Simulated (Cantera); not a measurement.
Charge: 1 mol BN, 310 mol H2, 54 mol N2, held at 1800 °C and 0.173 Torr.

These are equilibrium values from Cantera (NASA tables, ideal gas, pure condensed phases), not measurements of a reactor. Candidate condensed phases: B, BN; 15 gas species. The tables' values for BH2 are old estimates; treat these amounts as uncertain. The numbers say what is thermodynamically allowed, not how fast it happens.

Base state: H2 0.713, H 0.147, N2 0.138, B 0.00187, BH2 0.000500, BH 4.24e-5 (mole fractions); condensed: B(s).

Q: What changes in the equilibrium state with this change: temperature from 1800 °C to 775 °C?

A: 
```
species       before    after
----------  --------  -------
H2             0.713    0.852
N2             0.138    0.148
H              0.147  4.70e-7
B            0.00187    <1e-9
BH2         0.000500    <1e-9
BH           4.24e-5    <1e-9
B(s), mol     0.0435        0
BN(s), mol         0     1.00
```
